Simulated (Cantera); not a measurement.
## Reactions in the system N-O-V

Cantera with NASA thermochemical tables; ideal gases at 1 bar, condensed phases pure. Values are per mole of reaction as written; species without (g) are pure solids or liquids, kept so even where they would boil at 1 bar.

4 V2O5 + N2(g) → 2 NO2(g) + 4 V2O4

```csv
T (K),ΔH° (kJ),ΔS° (J/K),ΔG° (kJ),log10 K,condensed phases
300,562.0,180.4,507.9,-88.43,"V2O5(s), V2O4(s)"
548,594.6,278.2,442.2,-42.15,"V2O5(s), V2O4(s)"
748,591.2,272.9,387.1,-27.03,"V2O5(s), V2O4(s)"
948,329.3,-5.3,334.3,-18.42,"V2O5(l), V2O4(s)"
1148,320.9,-13.4,336.3,-15.30,"V2O5(l), V2O4(s)"
1348,316.4,-17.1,339.4,-13.15,"V2O5(l), V2O4(s)"
1548,315.5,-17.7,342.9,-11.57,"V2O5(l), V2O4(s)"
```
